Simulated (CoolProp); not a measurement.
Vapour-liquid equilibrium of ethanol (1) + isohexane (2) at 425.3 K; x and y are mole fractions of (1).

Computed with CoolProp (multi-fluid Helmholtz-energy mixture model, Schroeder 2014 and Lemmon 2006; pair parameters Bell 2016).

| x | bubble pressure (MPa) | y at the bubble point | dew pressure at overall composition x (MPa) | liquid density (mol/L) |
|---|---|---|---|---|
| 0.05 | 1.058 | 0.126 | 0.9851 | 6.014 |
| 0.2 | 1.282 | 0.335 | (withheld) | 6.494 |
| 0.35 | 1.381 | 0.442 | 1.298 | 7.156 |
| 0.5 | (withheld) | 0.516 | 1.409 | 8.073 |
| 0.65 | (withheld) | 0.586 | (withheld) | 9.318 |
| 0.8 | 1.329 | 0.684 | 1.219 | 10.97 |
| 0.95 | 1.143 | 0.879 | 1.080 | 13.15 |

Q: Complete the blanks.

A: 
- 0.2, dew pressure at overall composition x (MPa): 1.135
- 0.5, bubble pressure (MPa): 1.412
- 0.65, bubble pressure (MPa): 1.399
- 0.65, dew pressure at overall composition x (MPa): 1.358

y crosses x between x = 0.5 and 0.65: the model has an azeotrope there.

Pair parameters are fitted to limited data, so mixtures are less certain than the pure fluids.
